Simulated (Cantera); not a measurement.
# TiCl₄ + H₂ + H₂O (titanium nitride, carbide and oxide coatings)

A closed system holds: 1 mol TiCl₄, 1.5 mol H₂, 1.4 mol H₂O, held at 420 Pa.

These are equilibrium values from Cantera (NASA tables, ideal gas, pure condensed phases), not measurements of a reactor. Candidate condensed phases: H₂O, Ti, TiCl₂, TiCl₃, TiCl₄, TiO, TiO₂, Ti₂O₃, Ti₃O₅, Ti₄O₇; 23 gas species. The tables' values for TiCl₂, TiOCl are old estimates; treat these amounts as uncertain. Kinetics and transport are ignored.

```tsv
T (K)	log p HCl	log p H₂	log p Cl	log p TiCl₃	log p H	log p TiCl₄	log p TiCl₂	n Ti₃O₅(s)	n Ti₃O₅(l)
1300	-2.52	-2.98	-7.06	-4.22	-7.45	-4.09	-7.49	0.280	0
1375	-2.52	-2.99	-6.57	-4.09	-6.96	-4.23	-6.91	0.280	0
1450	-2.52	-2.99	-6.13	-4.01	-6.52	-4.38	-6.43	0.280	0
1525	-2.52	-3.00	-5.74	-3.95	-6.12	-4.55	-6.02	0.280	0
1600	-2.52	-3.00	-5.38	-3.92	-5.76	-4.72	-5.67	0.280	0
1675	-2.52	-3.00	-5.06	-3.91	-5.44	-4.89	-5.36	0.280	0
1750	-2.52	-3.00	-4.76	-3.91	-5.13	-5.05	-5.09	0.279	0
1825	-2.52	-3.00	-4.49	-3.92	-4.86	-5.22	-4.86	0.279	0
1900	-2.52	-3.00	-4.25	-3.95	-4.60	-5.39	-4.65	0.279	0
1975	-2.53	-3.01	-4.02	-3.99	-4.37	-5.57	-4.48	0.278	0
2050	-2.55	-3.01	-3.82	-4.06	-4.15	-5.77	-4.34	0.278	0
2125	-2.56	-3.01	-3.63	-4.15	-3.95	-5.98	-4.23	0	0.277
```
log p: log10 of the partial pressure in bar; n: condensed amount in mol.

From 1300 K to 2050 K the condensed part is Ti₃O₅(s). At 2125 K the condensed part is Ti₃O₅(l). The main Ti-bearing gas is TiCl₄ at 1300 K and TiCl₃ at 2125 K.
